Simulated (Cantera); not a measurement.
Charge: 1 mol Cu2O, 1.1 mol C, 0.35 mol H2, equilibrated at 130 Pa.

Equilibrium computed with Cantera from the NASA thermochemical tables; the gas is ideal and each condensed phase is pure. Candidate condensed phases: C, C6H6, C7H8, C8H18, Cu, CuO, Cu(OH)2, Cu2O, H2O; 113 gas species. Kinetics and transport are ignored.

log p: log10 of the partial pressure in bar; n: condensed amount in mol.

```csv
T (K),log p CO,log p Cu,log p H2,log p H,log p CO2,log p Cu2,n C(graphite),n Cu(s),n Cu(l)
900,-3.02,-12.74,-3.47,-11.67,-5.29,<-14,0.106,2.00,0
1000,-3.02,…,-3.47,…,…,<-14,0.101,2.00,0
1100,-3.02,-9.23,-3.47,-9.32,-7.09,-14.32,0.100,2.00,0
1200,-3.02,-7.91,-3.47,-8.44,-7.76,-12.46,0.100,2.00,0
1300,-3.02,-6.80,-3.47,-7.69,-8.32,-10.89,0.100,2.00,0
1400,-3.02,-5.87,-3.47,-7.05,-8.80,-9.58,0.100,0,2.00
1500,-3.02,-5.08,-3.48,-6.49,-9.22,-8.49,0.1000,0,1.99
1600,-3.03,…,-3.49,…,…,…,0.1000,0,1.96
1700,-3.07,-3.80,-3.53,-5.60,-10.00,-6.72,0.0999,0,1.81
1800,-3.25,-3.27,-3.71,-5.30,-10.63,-5.98,0.0999,0,1.03
1900,-3.41,-3.11,-3.88,-5.04,-11.20,-5.97,0.0997,0,0
2000,-3.41,-3.11,-3.90,-4.74,-11.42,-6.25,0.0995,0,0
2100,-3.42,-3.12,-3.93,-4.47,-11.62,-6.49,0.0991,0,0
2200,-3.42,-3.12,-3.98,-4.24,-11.81,-6.72,0.0985,0,0
```

Problem. Some entries are withheld; supply them.

Solution. 
- 1000, log p Cu: -10.81
- 1000, log p H: -10.38
- 1000, log p CO2: -6.28
- 1600, log p Cu: -4.40
- 1600, log p H: -6.01
- 1600, log p CO2: -9.60
- 1600, log p Cu2: -7.55
